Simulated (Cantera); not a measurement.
Charge: 1 mol n-butane, 0.024 mol CO₂, at 502 °C and 0.133 bar.

These are equilibrium values from Cantera (NASA tables, ideal gas, pure condensed phases), not measurements of a reactor. Candidate condensed phases: C, C₆H₆, C₇H₈, C₈H₁₈, H₂O; 110 gas species. The numbers say what is thermodynamically allowed, not how fast it happens.

Base state: H₂ 0.810, CH₄ 0.179, H₂O 0.00920, CO 0.00189, CO₂ 0.000108 (mole fractions); condensed: C(graphite).

Problem. What changes in the equilibrium state with this change: temperature from 502 °C to 1325 °C?

Solution. 
```tsv
species	before	after
H₂	0.810	0.990
CO	0.00189	0.00951
CH₄	0.179	0.000215
H₂O	0.00920	1.11e-6
H	<1e-9	0.000145
CO₂	0.000108	3.56e-9
C(graphite), mol	3.26	3.97
```
